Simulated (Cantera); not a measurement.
A Cantera script and what it prints.

```python
import numpy as np
import cantera as ct

gas_names = [...]  # 151 gases of nasa_gas.yaml made of C, H, N, O, Si
cond_names = """
    C(gr) C6H6(L) C7H8(L) C8H18(L),n-octa H2O(s) H2O(L) Si(cr) Si(L) SiC(b) SiO2(Lqz) SiO2(hqz) SiO2(L)
    Si2N2O(s) Si3N4(a)
""".split()


# ... load() reads the species with a 1 bar reference pressure and builds the phases ...
atoms = {
    'HMDSO': {'Si': 2, 'C': 6, 'H': 18, 'O': 1},
    'O3': {'O': 3},
    'N2': {'N': 2},
}
top_T = {'C(gr)': 4500, 'SiC(b)': 3050, 'Si2N2O(s)': 2100, 'Si3N4(a)': 2400}  # K; cautious upper limits of use, not melting points


# ... equilibrate(T, P, feed) seeds the gas with the atoms and calls Mixture.equilibrate('TP', solver="vcs", rtol=1e-11, max_steps=5000) ...
results = []
feed = {'HMDSO': 1, 'O3': 7.3, 'N2': 20}  # mol
P = 13332.2  # Pa
for T in [823, 898, 973, 1048, 1123, 1198, 1273, 1348, 1423, 1498, 1573, 1648, 1723, 1798]:
    mix = equilibrate(T, P, feed)
    results.append((T, P, feed, dict(zip(mix.species_names, mix.species_moles))))

top = {s: max(r[3][s] / sum(r[3][g] for g in gas_names) for r in results) for s in gas_names}
cols = sorted((s for s in top if top[s] > 1e-06), key=lambda s: -top[s])[:8]
seen = [c for c in cond_names if any(r[3].get(c, 0) > 1e-12 for r in results)]
print("log10 of partial pressures in bar; condensed amounts in mol")
print(f"{'T/K':>10s}" + "".join(f"{s[:9]:>10s}" for s in cols + seen))
for T, P, feed, n in results:
    ng = sum(n[g] for g in gas_names)
    print(f"{T:10.4g}" + "".join(f"{np.log10(max(n[s] / ng * P / 1e5, 1e-99)):10.3f}" for s in cols)
          + "".join(f"{n.get(c, 0):10.4g}" for c in seen))
```

It prints:

```
log10 of partial pressures in bar; condensed amounts in mol
       T/K        N2       H2O       CO2        H2        CO         H        OH        NO SiO2(Lqz) SiO2(hqz)   SiO2(L)
       823    -1.118    -1.558    -1.669    -2.181    -2.851   -12.225   -14.979   -17.912         2         0         0
       898    -1.118    -1.549    -1.679    -2.217    -2.714   -11.069   -13.438   -16.075         0         2         0
       973    -1.118    -1.542    -1.690    -2.255    -2.612   -10.094   -12.128   -14.510         0         2         0
      1048    -1.118    -1.535    -1.700    -2.294    -2.534    -9.259   -11.001   -13.160         0         2         0
      1123    -1.118    -1.528    -1.710    -2.332    -2.475    -8.537   -10.021   -11.984         0         2         0
      1198    -1.118    -1.523    -1.718    -2.369    -2.429    -7.905    -9.162   -10.952         0         2         0
      1273    -1.118    -1.518    -1.726    -2.404    -2.392    -7.349    -8.402   -10.037         0         2         0
      1348    -1.118    -1.514    -1.732    -2.436    -2.363    -6.854    -7.725    -9.222         0         2         0
      1423    -1.118    -1.511    -1.738    -2.466    -2.339    -6.411    -7.118    -8.492         0         2         0
      1498    -1.118    -1.508    -1.743    -2.495    -2.319    -6.012    -6.572    -7.833         0         2         0
      1573    -1.118    -1.505    -1.748    -2.521    -2.302    -5.651    -6.078    -7.236         0         2         0
      1648    -1.118    -1.503    -1.752    -2.545    -2.288    -5.323    -5.628    -6.692         0         2         0
      1723    -1.118    -1.501    -1.755    -2.567    -2.277    -5.023    -5.217    -6.196         0         0         2
      1798    -1.118    -1.499    -1.759    -2.588    -2.266    -4.747    -4.841    -5.741         0         0         2
```

These are equilibrium values from Cantera (NASA tables, ideal gas, pure condensed phases), not measurements of a reactor. The feed counts by its element totals alone. The tables hold silica as quartz up to 1696 K and as liquid above; real silica turns to tridymite and cristobalite and melts near 1996 K. Gases not in the tables: Si(OH)4.
